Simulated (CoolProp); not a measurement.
Vapour-liquid equilibrium of R22 (1) + C3F8 (R218) (2) at -57.65 °C; x and y are mole fractions of (1).

Computed with CoolProp (multi-fluid Helmholtz-energy mixture model, Kamei 1995 and Lemmon 2006; pair parameters Bell 2016).

| x | bubble pressure, mixture model (bar) | bubble pressure, Raoult's law (bar) | y, mixture model | y, Raoult's law |
|---|---|---|---|---|
| 0.05 | 0.4151 | 0.3572 | 0.186 | 0.060 |
| 0.2 | 0.5351 | 0.3684 | 0.442 | 0.232 |
| 0.35 | 0.5846 | 0.3797 | 0.537 | 0.395 |
| 0.5 | 0.5988 | 0.3909 | 0.577 | 0.548 |
| 0.65 | 0.5997 | 0.4021 | 0.600 | 0.692 |
| 0.8 | 0.5871 | 0.4133 | 0.642 | 0.829 |
| 0.95 | 0.5043 | 0.4246 | 0.814 | 0.958 |

The largest gap from Raoult's law is +54.0 % in bubble pressure, at x = 0.35. y crosses x between x = 0.5 and 0.65: the model has an azeotrope there.

Pair parameters are fitted to limited data, so mixtures are less certain than the pure fluids. With so large a gap from Raoult's law the liquid may split in two, which this calculation doesn't test in full.
